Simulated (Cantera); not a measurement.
A closed system holds: 1 mol FeS, 0.34 mol SO2, 0.83 mol CO2, equilibrated at 1398 K and 42000 Pa.

Method: chemical equilibrium by Gibbs-energy minimisation in Cantera with the NASA 1993 tables (ideal gas, pure condensed phases). Candidate condensed phases: C, Fe, Fe(CO)5, FeO, FeS, FeSO4, FeS2, Fe2O3, Fe2(SO4)3, Fe3O4, S; 25 gas species. Metal and sulfide melt together well below either melting point, which pure phases cannot show. Mutual solubility and eutectic melting of coexisting phases are not modelled. The tables' stoichiometric FeO is somewhat more stable than real wüstite, so its field is too wide. FeO, FeS: taken at fixed stoichiometry. Kinetics and transport are ignored.

### Question
What is the equilibrium state?

### Answer
| Property | Result |
|---|---|
| x(CO2) | 0.639 |
| x(SO2) | 0.264 |
| x(CO) | 0.0474 |
| x(S2) | 0.0449 |
| x(S2O) | 0.00207 |
| x(COS) | 0.00131 |
| x(SO) | 0.00124 |
| x(S) | 3.74e-6 |
| n(FeO(s)) | 0.0960 mol |
| n(FeS(s)) | 0.904 mol |
| gas amount | 1.208 mol |
| log10 activity of Fe(γ) (absent) | -1.89 |
| log10 activity of S(l) (absent) | -1.96 |
| log10 activity of C(graphite) (absent) | -5.59 |
